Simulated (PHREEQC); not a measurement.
A solution holds 0.055 mol/kgw Cu(BF4)2, 0.1 mol/kgw H2SO4 and 0.16 mol/kgw H3BO3, at 20 °C. Closed to the air; pH follows from the charge balance.

Equilibrium calculation in PHREEQC: ion-association model, wateq4f.dat.

Each row changes one thing in this solution. This is a speciation only: nothing precipitates in the calculation.

| case | pH | ionic strength (mol/kgw) | H3BO3 (mol/kgw) | BF4- (mol/kgw) | Cu+2 (mol/kgw) | BF3OH- (mol/kgw) | SI of CuF2:2H2O (CuF2:2H2O) | SI of Tenorite (CuO) |
|---|---|---|---|---|---|---|---|---|
| as made | 0.98 | 0.282 | 0.159 | 0.103 | 0.0427 | 0.00661 | -6.29 | -7.75 |
| H2SO4 left out | 2.30 | … | 0.154 | 0.0964 | 0.0548 | 0.0131 | -4.11 | -4.93 |
| H3BO3 left out | 0.99 | 0.278 | 0.00291 | 0.104 | 0.0425 | 0.00247 | … | -7.73 |
| diluted 2-fold with water | 1.24 | 0.147 | 0.0798 | 0.0506 | 0.0210 | 0.00369 | -6.09 | -7.45 |

Complete the blanks.


- H2SO4 left out, ionic strength (mol/kgw): 0.171
- H3BO3 left out, SI of CuF2:2H2O (CuF2:2H2O): -5.40

Real BF4- forms and hydrolyses slowly; the run takes it at equilibrium.
